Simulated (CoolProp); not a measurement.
Tetrahydrofuran along the isotherm 180.45 °C: Z from the reference equation and from simpler models built on Tc = 267.0 °C, pc = 5.304 MPa, ω = 0.234; each cubic takes its own stable root.

Computed with CoolProp (reference Helmholtz-energy equation of state, Fiedler 2023).

```csv
p (MPa),phase,reference
0.0839,gas,0.9906
0.172,gas,0.9805
0.354,gas,0.9591
0.726,gas,0.9122
3.06,liquid,0.08504
6.29,liquid,0.1720
12.9,liquid,0.3436
26.5,liquid,0.6789
```

### Question
How far does each simpler model (van der Waals, Redlich-Kwong, Soave-Redlich-Kwong, Peng-Robinson) lie from the reference over these 8 states: mean and median of the absolute difference, and the worst?

### Answer
- van der Waals: mean 27.5 %, median 24.2 %, worst +63.0 % at 180.45 °C and 3.06 MPa
- Redlich-Kwong: mean 6.3 %, median 4.2 %, worst +16.5 % at 180.45 °C and 3.06 MPa
- Soave-Redlich-Kwong: mean 4.4 %, median 3.0 %, worst +11.4 % at 180.45 °C and 3.06 MPa
- Peng-Robinson: mean 1.9 %, median 1.1 %, worst -5.6 % at 180.45 °C and 26.5 MPa
